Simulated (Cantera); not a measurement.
Input: 1 mol MgO, 0.58 mol F2, 1.1 mol H2, held at 0.100 bar.

Equilibrium computed with Cantera from the NASA thermochemical tables; the gas is ideal and each condensed phase is pure. Candidate condensed phases: H2O, Mg, MgF2, MgO, Mg(OH)2; 31 gas species. Rates play no part. All values below are at 850 K.

Base state: H2O 0.527, H2 0.473, HF 0.000860 (mole fractions); condensed: MgF2(s) + MgO(s).

Problem. What changes in the equilibrium state with this change: F2 from 0.58 to 5.2 mol?

Solution. 
```csv
species,before,after
F2,<1e-9,0.505
HF,0.000860,0.372
O2,<1e-9,0.0845
H2O,0.527,<1e-9
H2,0.473,<1e-9
F,<1e-9,0.0385
FO2,<1e-9,1.11e-5
"MgF2(s), mol",0.580,1.00
"MgO(s), mol",0.420,0
```

Problem. What changes in the equilibrium state with this change: F2 from 0.58 to 5.3 mol?

Solution. 
```
species         before    after
------------  --------  -------
F2               <1e-9    0.512
HF            0.000860    0.366
O2               <1e-9   0.0831
H2O              0.527    <1e-9
H2               0.473    <1e-9
F                <1e-9   0.0388
FO2              <1e-9  1.10e-5
MgF2(s), mol     0.580     1.00
MgO(s), mol      0.420        0
```

Problem. What changes in the equilibrium state with this change: H2 from 1.1 to 0.57 mol?

Solution. 
```tsv
species	before	after
H2O	0.527	0.990
O2	<1e-9	0.00869
HF	0.000860	0.00118
H2	0.473	<1e-9
MgF2(s), mol	0.580	0.580
MgO(s), mol	0.420	0.420
```
